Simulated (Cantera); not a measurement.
A closed system holds: 1 mol Si, 4.3 mol HCl, 6.3 mol H2, 0.54 mol Cl2, held at 1100 K and 2.70 bar.

Cantera equilibrium calculation (NASA polynomials, part measured and part estimated; ideal gas, pure solids and liquids). Candidate condensed phases: Si; 19 gas species. The tables' values for SiCl3 are old estimates; treat these amounts as uncertain. Kinetics and transport are ignored.

Base state: H2 0.758, HCl 0.144, SiCl4 0.0912, SiHCl3 0.00709, SiCl3 0.000277, SiH2Cl2 6.62e-5, SiCl2 1.17e-5 (mole fractions); condensed: gas only.

Q: What changes in the equilibrium state with this change: Cl2 from 0.54 to 1.5 mol?

A: 
| species | before | after |
|---|---|---|
| H2 | 0.758 | 0.610 |
| HCl | 0.144 | 0.300 |
| SiCl4 | 0.0912 | 0.0873 |
| SiHCl3 | 0.00709 | 0.00262 |
| SiH2Cl2 | 6.62e-5 | 9.41e-6 |
| SiCl2 | 1.17e-5 | 2.07e-6 |
| SiCl3 | 0.000277 | 0.000114 |

Q: What changes in the equilibrium state with this change: temperature from 1100 K to 1350 K?

A: 
```
species    before    after
-------  --------  -------
H2          0.758    0.736
HCl         0.144    0.166
SiCl4      0.0912   0.0707
SiHCl3    0.00709   0.0180
SiCl2     1.17e-5  0.00262
SiCl3    0.000277  0.00610
```
